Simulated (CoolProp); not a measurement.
Vapour-liquid equilibrium of acetone (1) + toluene (2) at 0.014 MPa; x and y are mole fractions of (1).

The numbers come from the multi-fluid Helmholtz-energy mixture model, Lemmon 2006 and Lemmon 2006; pair parameters Bell 2016 in CoolProp.

| x | bubble temperature (°C) | y at the bubble point | dew temperature at overall composition x (°C) | liquid density (mol/L) |
|---|---|---|---|---|
| 0.05 | 42.6 | 0.393 | 52.0 | 9.318 |
| 0.2 | 27.5 | 0.742 | 48.3 | 9.938 |
| 0.35 | 20.9 | 0.841 | (withheld) | (withheld) |
| 0.5 | 16.9 | 0.892 | 38.8 | 11.16 |
| 0.65 | 13.9 | 0.927 | 32.4 | (withheld) |
| 0.8 | 11.3 | 0.959 | 23.8 | 12.63 |
| 0.95 | 8.8 | 0.989 | 12.0 | 13.51 |

Task: Fill in the missing entries.

Result: 
- 0.35, dew temperature at overall composition x (°C): 44.0
- 0.35, liquid density (mol/L): 10.53
- 0.65, liquid density (mol/L): 11.85

No azeotrope shows between x = 0.05 and 0.95.

The pair parameters rest on a limited set of measurements; away from them the model extrapolates.
